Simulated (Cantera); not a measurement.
Charge: 1 mol SiCl4, 0.69 mol NH3, 3.5 mol H2, equilibrated at 1223.15 K and 6.00e-5 bar.

Equilibrium computed with Cantera from the NASA thermochemical tables; the gas is ideal and each condensed phase is pure. Candidate condensed phases: NH4Cl, Si, Si3N4; 28 gas species. The tables' values for SiCl3 are old estimates; treat these amounts as uncertain. Rates play no part.

Base state: H2 0.498, HCl 0.377, SiCl2 0.0894, N2 0.0207, SiCl3 0.00833, SiCl4 0.00619, SiHCl3 0.000253, H 2.75e-5 (mole fractions); condensed: Si3N4(s).

Question: What changes in the equilibrium state with this change: temperature from 1223.15 K to 1998.15 K?

Answer: 
```
species         before     after
-------------  -------  --------
H2               0.498     0.342
HCl              0.377     0.295
H              2.75e-5     0.121
Si             6.96e-9    0.0612
Cl             1.79e-5    0.0779
N2              0.0207    0.0419
SiCl2           0.0894    0.0527
SiH              <1e-9  0.000189
SiCl4          0.00619   4.96e-8
Si3N4(s), mol    0.104         0
```
The tables' values for SiCl, SiCl3, SiN are old estimates; treat these amounts as uncertain.

Question: What changes in the equilibrium state with this change: SiCl4 replaced by trisilylamine?

Answer: 
```json
[
 {"species": "H2", "before": "0.498", "after": "0.999"},
 {"species": "N2", "before": "0.0207", "after": "0.000961"},
 {"species": "H", "before": "2.75e-5", "after": "3.89e-5"},
 {"species": "HCl", "before": "0.377", "after": "0"},
 {"species": "SiCl2", "before": "0.0894", "after": "0"},
 {"species": "SiCl3", "before": "0.00833", "after": "0"},
 {"species": "SiCl4", "before": "0.00619", "after": "0"},
 {"species": "SiHCl3", "before": "0.000253", "after": "0"},
 {"species": "Si3N4(s), mol", "before": "0.104", "after": "0.418"},
 {"species": "Si(s), mol", "before": "0", "after": "1.75"}
]
```
The feed counts by its element totals alone. Mutual solubility and eutectic melting of coexisting phases are not modelled.

Question: What changes in the equilibrium state with this change: SiCl4 replaced by SiH2Cl2?

Answer: 
| species | before | after |
|---|---|---|
| H2 | 0.498 | 0.771 |
| HCl | 0.377 | 0.152 |
| SiCl2 | 0.0894 | 0.0725 |
| N2 | 0.0207 | 0.000972 |
| SiCl4 | 0.00619 | 0.000530 |
| SiCl3 | 0.00833 | 0.00220 |
| Cl | 1.79e-5 | 5.81e-6 |
| SiHCl3 | 0.000253 | 8.30e-5 |
| H | 2.75e-5 | 3.42e-5 |
| Si3N4(s), mol | 0.104 | 0.169 |
